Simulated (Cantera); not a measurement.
An adiabatic, constant-volume homogeneous reactor starts with CH4 : C2H6 : O2 : N2 = 1 : 0.065 : 1.49 : 5.58 (molar parts), equivalence ratio 1.5, at 1750 K and 11.0 bar. Integrator tolerance rtol = 1e-08.

Cantera simulation using GRI-Mech 3.0 (53 species, 325 reactions); the numbers are that mechanism's predictions, not measurements. Above 3000 K some thermodynamic fits are extrapolated.

Question: What does this change do: O2 1.49 to 1.1 parts?

Answer: 
```json
[
 {"quantity": "time of steepest temperature rise", "before": "10.3 µs", "after": "14.6 µs"},
 {"quantity": "temperature at 6.00 s", "before": "3221 K", "after": "2874 K"},
 {"quantity": "equilibrium temperature", "before": "3221 K", "after": "2874 K"},
 {"quantity": "x(CH4) at 6.00 s", "before": "4.20e-11 (gas-phase equilibrium 4.87e-11)", "after": "1.01e-9 (gas-phase equilibrium 1.13e-9)"},
 {"quantity": "x(C2H6) at 6.00 s", "before": "<1e-12 (gas-phase equilibrium <1e-12)", "after": "<1e-12 (gas-phase equilibrium <1e-12)"},
 {"quantity": "x(O2) at 6.00 s", "before": "0.00160 (gas-phase equilibrium 0.00160)", "after": "2.41e-5 (gas-phase equilibrium 2.41e-5)"},
 {"quantity": "x(H2O) at 6.00 s", "before": "0.153 (gas-phase equilibrium 0.153)", "after": "0.105 (gas-phase equilibrium 0.105)"},
 {"quantity": "x(O) at 6.00 s", "before": "0.00194 (gas-phase equilibrium 0.00194)", "after": "7.80e-5 (gas-phase equilibrium 7.80e-5)"}
]
```
